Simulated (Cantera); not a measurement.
# Equilibrium for metals in furnace atmospheres: Ti + CO + N₂ + CO₂

Input: 1 mol Ti, 0.55 mol CO, 8 mol N₂, 2.7 mol CO₂.

These are equilibrium values from Cantera (NASA tables, ideal gas, pure condensed phases), not measurements of a reactor. Candidate condensed phases: C, Ti, TiC, TiN, TiO, TiO₂, Ti₂O₃, Ti₃O₅, Ti₄O₇; 27 gas species. Rates play no part.

Stable condensed phases:

```
T in K \ P in Pa
              10      41     160     670    2700   11000   45000  180000  740000 3000000
   1948        A       A       A       A       A       A       A       A       A       A
   1798        A       A       A       A       A       A       A       A       A       A
   1648        A       A       A       A       A       A       A       A       A       A
   1498        A       A       A       A       A       A       A       A       A       A
   1348        A       A       A       A       A       A       A       A       A       A
   1198        A       A       A       A       A       A       A       A       A       A
   1048        A       A       A       A       A       A       A       A       B       B
    898        A       A       A       A       A       A       B       B       B       B
    748        A       A       A       B       B       B       B       B       B       B
```

A: TiO₂; B: C + TiO₂.
